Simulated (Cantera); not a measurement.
What does this Cantera script print?

```python
import numpy as np
import cantera as ct

gas = ct.Solution("gri30.yaml")
gas.TPX = 1398, 410, {'H2': 0.097, 'O2': 1}
reactor = ct.IdealGasConstPressureReactor(gas, energy="off", clone=False)
net = ct.ReactorNet([reactor])
net.rtol, net.atol = 1e-08, 1e-18
show = ['H2', 'O2', 'HO2', 'H', 'H2O2', 'O', 'OH']
times = np.geomspace(9e-06, 100, 9)

steps = ct.SolutionArray(gas, extra=["t"])
rows = []
print(f"{'t/s':>10s}{'T/K':>9s}{'P/Pa':>11s}" + "".join(f"{s:>11s}" for s in show))
for t in times:
    while net.time < t:
        t_next = net.step()
        steps.append(gas.state, t=t_next)
    rows.append([np.interp(t, steps.t, y) for y in (steps.T, steps.P, *steps(*show).X.T)])
    print(f"{t:10.3e}{rows[-1][0]:9.1f}{rows[-1][1]:11.4g}" + "".join(f"{x:11.3e}" for x in rows[-1][2:]))
rate = np.gradient(steps.T, steps.t)
print("integrator steps:", len(steps.t))
if steps.T.max() > steps.T[0] + 200:
    print(f"time of steepest temperature rise: {steps.t[rate.argmax()]:.4e} s")
gas.TPX = 1398, 410, {'H2': 0.097, 'O2': 1}
gas.equilibrate("TP")
print(f"equilibrium (TP): T = {gas.T:.1f} K  " + "  ".join(f"{s} {gas[s].X[0]:.3e}" for s in show))
```

Output:

```
       t/s      T/K       P/Pa         H2         O2        HO2          H       H2O2          O         OH
 9.000e-06   1398.0        410  8.842e-02  9.116e-01  5.074e-09  4.774e-09  2.261e-13  3.107e-10  3.078e-10
 6.839e-05   1398.0        410  8.842e-02  9.116e-01  3.854e-08  2.837e-08  1.298e-11  1.371e-08  1.284e-08
 5.196e-04   1398.0        410  8.842e-02  9.116e-01  2.921e-07  5.734e-07  7.159e-10  8.392e-07  6.860e-07
 3.948e-03   1398.0        410  3.186e-03  8.434e-01  9.791e-07  1.671e-02  3.398e-08  5.462e-02  1.048e-02
 3.000e-02   1398.0        410  2.289e-03  8.451e-01  9.476e-07  1.456e-02  2.944e-08  5.427e-02  9.358e-03
 2.280e-01   1398.0        410  1.622e-03  8.655e-01  8.894e-07  8.138e-03  2.863e-08  3.648e-02  7.969e-03
 1.732e+00   1398.0        410  2.346e-04  9.012e-01  3.935e-07  4.069e-04  1.497e-08  4.896e-03  3.092e-03
 1.316e+01   1398.0        410  7.531e-06  9.071e-01  4.819e-08  2.300e-06  2.329e-09  1.549e-04  5.561e-04
 1.000e+02   1398.0        410  7.313e-07  9.074e-01  6.253e-08  6.960e-08  6.384e-10  1.503e-05  1.734e-04
integrator steps: 1435
equilibrium (TP): T = 1398.0 K  H2 6.684e-07  O2 9.074e-01  HO2 6.482e-08  H 6.082e-08  H2O2 6.221e-10  O 1.373e-05  OH 1.658e-04
```

Detailed kinetics in Cantera: GRI-Mech 3.0 (53 species, 325 reactions). Radical loss at walls, strong at low pressure, is not modelled. The temperature is held fixed by assumption; the heat of reaction is taken as removed at once.
